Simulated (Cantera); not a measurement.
Feed: 1 mol SiC, 0.034 mol N2O, 1.1 mol N2, at 2273 K.

These are equilibrium values from Cantera (NASA tables, ideal gas, pure condensed phases), not measurements of a reactor. Candidate condensed phases: C, Si, SiC, SiO2, Si2N2O, Si3N4; 34 gas species. Mutual solubility and eutectic melting of coexisting phases are not modelled. The tables' values for SiN are old estimates; treat these amounts as uncertain. Equilibrium is a limit: real reactors are often held back by kinetics, nucleation or transport.

x: gas mole fraction; n: condensed amount in mol.

```tsv
P (Pa)	x N2	x Si	x SiC2	x CO	x SiO	x Si2C	x C3	n C(graphite)	n SiC(s)	n Si(l)	n Si3N4(s)
0.100	0.508	0.401	0.0504	0.0154	1.03e-6	0.000123	0.0101	0.639	0	0	0
1	0.521	0.407	0.0511	0.0156	1.06e-5	0.00127	0.00101	0.727	0	0	0
10	0.529	0.392	0.0493	0.0158	0.000103	0.0118	0.000101	0.727	0	0	0
100	0.856	0.0973	0.0122	0.0253	0.000410	0.00727	1.01e-5	0.0901	0.834	0	0
1000	0.947	…	…	0.0262	…	…	…	0	0.965	0	0
10000	0.964	0.00591	2.01e-5	0.0181	0.0108	0.000441	4.50e-10	0	0.978	0	0
100000	0.970	…	…	…	…	…	…	0	0.982	…	0
1000000	0.970	3.91e-5	3.05e-7	0.0233	0.00609	2.92e-6	1.56e-11	0	0.973	0	0.00661
```

Q: Some entries are withheld; supply them.

A: 
- 1000, x Si: 0.0222
- 1000, x SiC2: 0.000537
- 1000, x SiO: 0.00220
- 1000, x Si2C: 0.00165
- 1000, x C3: 8.56e-8
- 100000, x Si: 0.000731
- 100000, x SiC2: 1.63e-6
- 100000, x CO: 0.0152
- 100000, x SiO: 0.0139
- 100000, x Si2C: 5.46e-5
- 100000, x C3: 2.38e-11
- 100000, n Si(l): 0.000169
